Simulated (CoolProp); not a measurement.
R1123 at several states: fugacity coefficient from the reference equation and from simpler models built on Tc = 331.7 K, pc = 45.49 bar, ω = 0.243; each cubic takes its own stable root.

Computed with CoolProp (reference Helmholtz-energy equation of state, Akasaka 2020).

| T (K) | p (bar) | phase | reference |
|---|---|---|---|
| 397.5 | 0.159 | gas | 0.9994 |
| 348.2 | 1.76 | gas | 0.9886 |
| 272 | 37.4 | liquid | 0.2582 |
| 248.9 | 19.4 | liquid | 0.2411 |

Task: How far does each simpler model (Redlich-Kwong, Soave-Redlich-Kwong, Peng-Robinson) lie from the reference over these 4 states: mean and median of the absolute difference, and the worst?

Result: 
- Redlich-Kwong: mean 15.6 %, median 12.3 %, worst +37.9 % at 248.9 K and 19.4 bar
- Soave-Redlich-Kwong: mean 1.3 %, median 1.0 %, worst +3.2 % at 272 K and 37.4 bar
- Peng-Robinson: mean 0.1 %, median 0.0 %, worst -0.1 % at 348.2 K and 1.76 bar
